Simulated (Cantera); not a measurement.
**Hydrocarbon pyrolysis for carbon deposition**

An isothermal, constant-pressure homogeneous reactor starts with C3H8 : H2 = 1 : 1.4 (molar parts), at 1748 K and 20.0 Torr.

Detailed kinetics in Cantera: GRI-Mech 3.0 (53 species, 325 reactions). GRI-Mech 3.0 was tuned for natural gas; its chemistry of propane as a main component is partial and can be far from experiment. GRI-Mech 3.0 stops at C3 and has no aromatics, soot or wall deposition, so with more carbon than oxygen in the feed, carbon stays in small species such as C2H2 where larger ones or solid carbon would form. Radical loss at walls, strong at low pressure, is not modelled.

```
t (s)       x C3H8   x H2    x C2H6    x CH2     x CH4     x C2H
--------  --------  -----  --------  -------  --------  --------
1.00e-5      0.379  0.571  0.000827  8.04e-6   0.00333  2.58e-11
3.40e-5      0.256  0.529   0.00531  6.70e-5    0.0375   1.28e-8
0.000115    0.0241  0.460    0.0117  8.44e-5     0.171   2.35e-6
0.000392   2.20e-5  0.518   0.00169  1.94e-5     0.200   4.35e-6
0.00133    4.10e-7  0.559  0.000274  4.68e-6     0.184   2.21e-6
0.00452    7.03e-8  0.584   8.84e-5  1.89e-6     0.168   1.49e-6
0.0153     4.99e-8  0.608   7.03e-5  1.89e-6     0.143   1.72e-6
0.0521     1.64e-8  0.649   3.36e-5  1.59e-6    0.0917   2.00e-6
0.177      1.54e-9  0.692   6.85e-6  1.04e-6    0.0372   2.44e-6
0.601     4.30e-11  0.713   6.09e-7  4.68e-7   0.00983   2.99e-6
2.04      1.09e-12  0.719   4.43e-8  1.44e-7   0.00249   3.19e-6
6.94        <1e-12  0.720   7.90e-9  5.47e-8  0.000915   3.21e-6
23.6        <1e-12  0.721   5.91e-9  4.43e-8  0.000738   3.21e-6
80.0        <1e-12  0.721   5.90e-9  4.43e-8  0.000738   3.21e-6
```
x: mole fraction; the columns are a selection and need not sum to one.

Equilibrium at this temperature and pressure: C3H8 <1e-12, H2 0.721, C2H6 5.90e-9, CH2 4.43e-8, CH4 0.000738, C2H 3.21e-6 (gas phase only).
